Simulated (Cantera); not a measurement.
## Stirred combustor or abatement burner

A perfectly stirred reactor is fed with H₂ : O₂ : N₂ = 1 : 1.11 : 4.18 (molar parts), equivalence ratio 0.45, at 75000 Pa; it is adiabatic with a 675 K inlet, and is followed from long to short residence time, starting on the burning branch (τ in s: 0.2, 0.086, 0.037, 0.016, 0.0067, 0.0029, 0.0012, 0.00052, 0.00022, 9.5e-05, 4.1e-05).

Detailed kinetics in Cantera: GRI-Mech 3.0 (53 species, 325 reactions).

```tsv
τ (s)	T (K)	x H₂	x O₂	x NO₂	x H₂O	x HO₂
0.20	1851	0.000151	0.105	5.95e-8	0.172	1.43e-6
0.086	1847	0.000248	0.105	4.25e-8	0.171	1.88e-6
0.037	1841	0.000424	0.104	3.08e-8	0.171	2.74e-6
0.016	1832	0.000730	0.104	2.11e-8	0.170	4.25e-6
0.0067	1817	0.00128	0.104	1.36e-8	0.168	6.82e-6
0.0029	1794	0.00215	0.103	9.14e-9	0.166	1.06e-5
0.0012	1754	0.00363	0.103	6.77e-9	0.163	1.64e-5
0.00052	1697	0.00572	0.103	5.64e-9	0.158	2.35e-5
0.00022	1613	0.00885	0.103	4.59e-9	0.152	3.22e-5
9.5e-5	1504	0.0138	0.106	3.16e-9	0.143	4.25e-5
4.1e-5	1361	0.0258	0.113	1.43e-9	0.126	5.74e-5
```
x: mole fraction; the columns are a selection and need not sum to one.
